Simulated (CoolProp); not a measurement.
Vapour-liquid equilibrium of ethylene (1) + propane (2) at 0.213 MPa; x and y are mole fractions of (1).

Computed with CoolProp (multi-fluid Helmholtz-energy mixture model, Smukala 2000 and Lemmon 2009; pair parameters Bell 2016).

```csv
x,bubble temperature (K),y at the bubble point,dew temperature at overall composition x (K),liquid density (mol/L)
0.05,238.1,0.372,248.1,13.15
0.15,221.6,0.724,245.3,(withheld)
0.25,210.8,0.856,242.3,14.66
0.35,203.5,0.915,238.9,15.30
0.45,198.3,0.946,235.2,15.92
0.55,194.4,0.965,231.0,16.54
0.65,191.2,0.977,226.0,17.16
0.75,188.6,0.985,219.8,17.80
0.85,186.3,0.992,(withheld),18.46
0.95,184.2,0.997,(withheld),19.16
```

Question: Fill in the missing entries.

Answer: 
- 0.15, liquid density (mol/L): 13.96
- 0.85, dew temperature at overall composition x (K): 211.5
- 0.95, dew temperature at overall composition x (K): 197.6

No azeotrope shows between x = 0.05 and 0.95.

The pair parameters rest on a limited set of measurements; away from them the model extrapolates. The gap from Raoult's law changes sign with composition, which may be real or a fault of the pair parameters; it wasn't checked against measurements.
